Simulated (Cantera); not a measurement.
Thermodynamics of hydrogen reduction and annealing atmospheres, feed V₂O₅ + H₂

Charge: 1 mol V₂O₅, 8.8 mol H₂, at 28.0 Pa.

Cantera equilibrium calculation (NASA polynomials, part measured and part estimated; ideal gas, pure solids and liquids). Candidate condensed phases: H₂O, V, VO, V₂O₃, V₂O₄, V₂O₅; 12 gas species. Condensed phases not in the tables: the oxides between V₂O₃ and V₂O₅ other than VO₂. Equilibrium is a limit: real reactors are often held back by kinetics, nucleation or transport.

```json
[
 {"T (K)": "825", "log p H₂": "-3.66", "log p H₂O": "-4.20", "log p H": "-12.93", "log p VO₂": "<-15", "log p VO": "<-15", "log p OH": "<-15", "log p O": "<-15", "n V₂O₃(s)": "1.00"},
 {"T (K)": "925", "log p H₂": "-3.66", "log p H₂O": "-4.20", "log p H": "-11.42", "log p VO₂": "<-15", "log p VO": "<-15", "log p OH": "-14.88", "log p O": "<-15", "n V₂O₃(s)": "1.00"},
 {"T (K)": "1025", "log p H₂": "-3.66", "log p H₂O": "-4.20", "log p H": "-10.19", "log p VO₂": "<-15", "log p VO": "<-15", "log p OH": "-13.30", "log p O": "<-15", "n V₂O₃(s)": "1.00"},
 {"T (K)": "1125", "log p H₂": "-3.66", "log p H₂O": "-4.20", "log p H": "-9.18", "log p VO₂": "-14.04", "log p VO": "<-15", "log p OH": "-12.00", "log p O": "<-15", "n V₂O₃(s)": "1.00"},
 {"T (K)": "1225", "log p H₂": "-3.66", "log p H₂O": "-4.20", "log p H": "-8.34", "log p VO₂": "-12.21", "log p VO": "<-15", "log p OH": "-10.91", "log p O": "<-15", "n V₂O₃(s)": "1.00"},
 {"T (K)": "1325", "log p H₂": "-3.66", "log p H₂O": "-4.20", "log p H": "-7.62", "log p VO₂": "-10.66", "log p VO": "-13.93", "log p OH": "-9.99", "log p O": "-13.96", "n V₂O₃(s)": "1.00"},
 {"T (K)": "1425", "log p H₂": "-3.66", "log p H₂O": "-4.20", "log p H": "-7.00", "log p VO₂": "-9.33", "log p VO": "-12.30", "log p OH": "-9.19", "log p O": "-12.57", "n V₂O₃(s)": "1.000"},
 {"T (K)": "1525", "log p H₂": "-3.67", "log p H₂O": "-4.20", "log p H": "-6.46", "log p VO₂": "-8.19", "log p VO": "-10.89", "log p OH": "-8.50", "log p O": "-11.36", "n V₂O₃(s)": "1.000"},
 {"T (K)": "1625", "log p H₂": "-3.67", "log p H₂O": "-4.20", "log p H": "-5.98", "log p VO₂": "-7.19", "log p VO": "-9.67", "log p OH": "-7.89", "log p O": "-10.29", "n V₂O₃(s)": "0.999"},
 {"T (K)": "1725", "log p H₂": "-3.67", "log p H₂O": "-4.20", "log p H": "-5.57", "log p VO₂": "-6.31", "log p VO": "-8.59", "log p OH": "-7.36", "log p O": "-9.35", "n V₂O₃(s)": "0.992"},
 {"T (K)": "1825", "log p H₂": "-3.68", "log p H₂O": "-4.22", "log p H": "-5.20", "log p VO₂": "-5.54", "log p VO": "-7.64", "log p OH": "-6.89", "log p O": "-8.52", "n V₂O₃(s)": "0.954"},
 {"T (K)": "1925", "log p H₂": "-3.70", "log p H₂O": "-4.28", "log p H": "-4.87", "log p VO₂": "-4.88", "log p VO": "-6.76", "log p OH": "-6.52", "log p O": "-7.82", "n V₂O₃(s)": "0.771"},
 {"T (K)": "2025", "log p H₂": "-3.74", "log p H₂O": "-4.54", "log p H": "-4.59", "log p VO₂": "-4.36", "log p VO": "-5.90", "log p OH": "-6.36", "log p O": "-7.35", "n V₂O₃(s)": "0.115"},
 {"T (K)": "2125", "log p H₂": "-3.79", "log p H₂O": "-4.61", "log p H": "-4.34", "log p VO₂": "-4.34", "log p VO": "-5.73", "log p OH": "-6.06", "log p O": "-6.75", "n V₂O₃(s)": "0"}
]
```
log p: log10 of the partial pressure in bar; n: condensed amount in mol.

From 825 K to 2025 K the condensed part is V₂O₃(s). At 2125 K nothing is condensed.
